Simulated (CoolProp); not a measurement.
Vapour-liquid equilibrium of cis-2-butene (1) + acetone (2) at 387.4 K; x and y are mole fractions of (1).

The numbers come from the multi-fluid Helmholtz-energy mixture model, Lemmon 2005 and Lemmon 2006; pair parameters Bell 2016 in CoolProp.

Q: Give the bubble pressure and the first vapour's composition at x = 0.2, 0.35, 0.725. Is there an azeotrope?

A: x = 0.2: 0.9950 MPa, y = 0.514; x = 0.35: 1.252 MPa, y = 0.649; x = 0.725: 1.666 MPa, y = 0.832. No azeotrope shows between x = 0.05 and 0.95.

Pair parameters are fitted to limited data, so mixtures are less certain than the pure fluids.
